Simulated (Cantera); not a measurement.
Charge: 1 mol B, 0.71 mol NH₃, at 1750 K and 10.0 mbar.

Equilibrium computed with Cantera from the NASA thermochemical tables; the gas is ideal and each condensed phase is pure. Mutual solubility and eutectic melting of coexisting phases are not modelled. The tables' values for BH₂ are old estimates; treat these amounts as uncertain. Kinetics and transport are ignored.

| species | before | after |
|---|---|---|
| H₂ | 0.997 | 1.00 |
| H | 0.00232 | 1.47e-7 |
| BH₂ | 8.99e-5 | 2.06e-8 |
| N₂ | 0.000165 | <1e-9 |
| B(s), mol | 0.290 | 0.290 |
| BN(s), mol | 0.710 | 0.710 |
Gas species are given as mole fractions.

Problem. What was changed between the two runs?
A. temperature from 1750 K to 1075 K
B. NH₃ from 0.71 to 10 mol
C. pressure from 10.0 mbar to 1.90 mbar
D. pressure from 10.0 mbar to 1.33 mbar

Solution. A, temperature from 1750 K to 1075 K
